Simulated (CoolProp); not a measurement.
Properties of the fluoroketone C6F12O (FK-5-1-12) along the isotherm 184.35 °C.

Values from CoolProp's reference Helmholtz-energy equation of state, McLinden 2015.

```
p (bar)  phase  density (kg/m³)  cv (kJ/(kg K))  speed of sound (m/s)
-------  -----  ---------------  --------------  --------------------
0.0296     gas           0.2461          0.9930                 111.1
0.046      gas           0.3825          0.9930                 111.1
0.0716     gas           0.5956          0.9931                 111.0
0.112      gas           0.9323          0.9931                 111.0
0.174      gas            1.450          0.9932                 110.9
0.27       gas            2.253          0.9934                 110.7
0.421      gas            3.522          0.9937                 110.4
0.656      gas            5.510          0.9940                 110.0
1.02       gas            8.620          0.9947                 109.4
1.59       gas            13.57          0.9956                 108.4
2.48       gas            21.50          0.9972                 106.8
3.85       gas            34.22          0.9998                 104.3
6          gas            55.65           1.004                 100.2
9.35       gas            93.53           1.012                 93.05
```
